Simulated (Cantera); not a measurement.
## Premixed flame

A freely propagating, adiabatic, planar premixed flame of CH4 : O2 : N2 : CO2 = 1 : 1.82 : 6.84 : 1.2 (molar parts), equivalence ratio 1.1, unburnt at 675 K and 743 Torr; mixture-averaged transport, grid criteria slope 0.08 and curve 0.16, no radiation.

Detailed kinetics in Cantera: GRI-Mech 3.0 (53 species, 325 reactions). Burning velocities carry a grid error of a few per cent, more on coarse grids.

| z (mm) | T (K) | u (m/s) | x CH4 | x O2 | x CO2 | x O | x NO | x C2H2 |
|---|---|---|---|---|---|---|---|---|
| -1.43 | 675 | 0.860 | 0.0919 | 0.167 | 0.110 | <1e-8 | <1e-8 | 1.10e-8 |
| -0.956 | 678 | 0.866 | 0.0913 | 0.167 | 0.110 | <1e-8 | 1.01e-8 | 1.39e-7 |
| -0.717 | 689 | 0.881 | 0.0901 | 0.165 | 0.110 | <1e-8 | 4.28e-8 | 6.87e-7 |
| -0.478 | 747 | 0.961 | 0.0847 | 0.160 | 0.109 | 6.54e-8 | 2.78e-7 | 5.23e-6 |
| -0.239 | 1066 | 1.39 | 0.0591 | 0.129 | 0.110 | 7.00e-6 | 2.22e-6 | 4.77e-5 |
| -0.120 | 1413 | 1.86 | 0.0318 | 0.0907 | 0.114 | 7.26e-5 | 5.03e-6 | 0.000128 |
| 0 | 1749 | 2.32 | 0.00684 | 0.0472 | 0.122 | 0.000564 | 9.94e-6 | 0.000199 |
| 0.120 | 1879 | 2.50 | 0.000375 | 0.0241 | 0.132 | 0.00189 | 1.60e-5 | 2.63e-5 |
| 0.239 | 1915 | 2.54 | 9.76e-6 | 0.0173 | 0.139 | 0.00243 | 1.95e-5 | 5.91e-7 |
| 0.478 | 1959 | 2.59 | 1.50e-8 | 0.0139 | 0.145 | 0.00222 | 2.27e-5 | <1e-8 |
| 0.956 | 2014 | 2.65 | <1e-8 | 0.0114 | 0.150 | 0.00166 | 2.63e-5 | <1e-8 |
| 1.91 | 2075 | 2.72 | <1e-8 | 0.00858 | 0.154 | 0.00107 | 3.19e-5 | <1e-8 |
| 3.83 | 2130 | 2.78 | <1e-8 | 0.00585 | 0.159 | 0.000620 | 4.03e-5 | <1e-8 |
x: mole fraction of selected species; z is measured from the peak of heat release.

| Quantity | Result |
|---|---|
| laminar burning velocity | 85.9 cm/s |
| thermal thickness | 0.478 mm |
| peak x(O) | 0.00244 |
| peak x(C2H2) | 0.000211 |
| grid points | 138 |
